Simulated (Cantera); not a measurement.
What does this Cantera script print?

```python
import numpy as np
import cantera as ct

gas_names = """
    CL CL2 Fe FeCL FeCL2 FeCL3 Fe2CL4 Fe2CL6 N N2
""".split()
cond_names = """
    Fe(a) Fe(c) Fe(d) Fe(L) FeCL2(s) FeCL2(L) FeCL3(s) FeCL3(L)
""".split()


def load(file, names, dense=False):
    # The tables refer to 1 bar. Condensed volumes are neglected.
    table = {s.name: s for s in ct.Species.list_from_file(file)}
    out = []
    for n in names:
        d = dict(table[n].input_data)
        d["thermo"] = dict(d["thermo"], **{"reference-pressure": 1e5})
        if dense:
            d["equation-of-state"] = {"model": "constant-volume", "density": "1e6 g/cm^3"}
        out.append(ct.Species.from_dict(d))
    return out


gas = ct.Solution(thermo="ideal-gas", species=load("nasa_gas.yaml", gas_names))
cond = {s.name: ct.Solution(thermo="fixed-stoichiometry", species=[s], name=s.name)
        for s in load("nasa_condensed.yaml", cond_names, dense=True)}
atoms = {
    'Fe': {'Fe': 1},
    'Cl2': {'CL': 2},
    'N2': {'N': 2},
}
top_T = {}  # K; cautious upper limits of use, not melting points


def equilibrate(T, P, feed):
    n = {}
    for name, mol in feed.items():
        for a, k in atoms[name].items():
            n[a] = n.get(a, 0.0) + k * mol
    gas.TPX = T, P, n
    mass = sum(n.values()) * gas.mean_molecular_weight
    gas.equilibrate("TP")
    valid = [c for c in cond.values() if c.min_temp <= T <= top_T.get(c.name, c.max_temp)]
    mix = ct.Mixture([(gas, mass / gas.mean_molecular_weight)] + [(c, 0.0) for c in valid])
    mix.T, mix.P = T, P
    mix.equilibrate("TP", solver="vcs", rtol=1e-11, max_steps=5000)
    return mix


results = []
feed = {'Fe': 1, 'Cl2': 0.012, 'N2': 2.5}  # mol
P = 8200  # Pa
for T in [725, 800, 875, 950, 1025, 1100, 1175, 1250, 1325, 1400, 1475, 1550, 1625]:
    mix = equilibrate(T, P, feed)
    results.append((T, P, feed, dict(zip(mix.species_names, mix.species_moles))))
    x = sorted(zip(gas.X, gas.species_names), reverse=True)
    print(f"T = {T:g} K  P = {P:g} Pa  gas = {mix.phase_moles(0):.4g} mol")
    print("   x: " + "  ".join(f"{s} {v:.3e}" for v, s in x if v > 1e-05))
    print("   condensed (mol): " + ("  ".join(f"{mix.phase(i).name} {mix.phase_moles(i):.4g}"
          for i in range(1, mix.n_phases) if mix.phase_moles(i) > 1e-12) or "none"))
```

Result:

```
T = 725 K  P = 8200 Pa  gas = 2.5 mol
   x: N2 9.999e-01  FeCL2 5.882e-05
   condensed (mol): Fe(a) 0.988  FeCL2(s) 0.01184
T = 800 K  P = 8200 Pa  gas = 2.503 mol
   x: N2 9.988e-01  FeCL2 1.146e-03  Fe2CL4 9.275e-05
   condensed (mol): Fe(a) 0.988  FeCL2(s) 0.008667
T = 875 K  P = 8200 Pa  gas = 2.511 mol
   x: N2 9.954e-01  FeCL2 4.359e-03  Fe2CL4 2.090e-04
   condensed (mol): Fe(a) 0.988
T = 950 K  P = 8200 Pa  gas = 2.512 mol
   x: N2 9.953e-01  FeCL2 4.676e-03  Fe2CL4 5.056e-05
   condensed (mol): Fe(a) 0.988
T = 1025 K  P = 8200 Pa  gas = 2.512 mol
   x: N2 9.952e-01  FeCL2 4.749e-03  Fe2CL4 1.386e-05
   condensed (mol): Fe(a) 0.988
T = 1100 K  P = 8200 Pa  gas = 2.512 mol
   x: N2 9.952e-01  FeCL2 4.768e-03
   condensed (mol): Fe(a) 0.988
T = 1175 K  P = 8200 Pa  gas = 2.512 mol
   x: N2 9.952e-01  FeCL2 4.773e-03
   condensed (mol): Fe(a) 0.988
T = 1250 K  P = 8200 Pa  gas = 2.512 mol
   x: N2 9.952e-01  FeCL2 4.775e-03
   condensed (mol): Fe(c) 0.988
T = 1325 K  P = 8200 Pa  gas = 2.512 mol
   x: N2 9.952e-01  FeCL2 4.776e-03
   condensed (mol): Fe(c) 0.988
T = 1400 K  P = 8200 Pa  gas = 2.512 mol
   x: N2 9.952e-01  FeCL2 4.776e-03
   condensed (mol): Fe(c) 0.988
T = 1475 K  P = 8200 Pa  gas = 2.512 mol
   x: N2 9.952e-01  FeCL2 4.775e-03
   condensed (mol): Fe(c) 0.988
T = 1550 K  P = 8200 Pa  gas = 2.512 mol
   x: N2 9.952e-01  FeCL2 4.773e-03
   condensed (mol): Fe(c) 0.988
T = 1625 K  P = 8200 Pa  gas = 2.512 mol
   x: N2 9.952e-01  FeCL2 4.770e-03  Fe 2.114e-05  CL 1.397e-05
   condensed (mol): Fe(c) 0.988
```

Method: chemical equilibrium by Gibbs-energy minimisation in Cantera with the NASA 1993 tables (ideal gas, pure condensed phases).
